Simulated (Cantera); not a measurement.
Charge: 1 mol c-C₄F₈, 0.27 mol H₂, 1.3 mol Si, equilibrated at 800 K and 0.0225 Torr.

Method: chemical equilibrium by Gibbs-energy minimisation in Cantera with the NASA 1993 tables (ideal gas, pure condensed phases). Candidate condensed phases: C, C₆H₆, C₇H₈, C₈H₁₈, Si, SiC; 113 gas species. The feed counts by its element totals alone. Condensed phases not in the tables: fluorocarbon polymer. Gases not in the tables: C₂F₆ and larger saturated fluorocarbons. The numbers say what is thermodynamically allowed, not how fast it happens.

Task: What is the equilibrium state?

Result: 
```
Quantity                             Result
--------------------------------  ---------
x(SiF₄)                               0.541
x(CF₄)                                0.235
x(HF)                                 0.225
n(C(graphite))                     3.44 mol
gas amount                        2.405 mol
log10 activity of Si(s) (absent)     -44.60
```
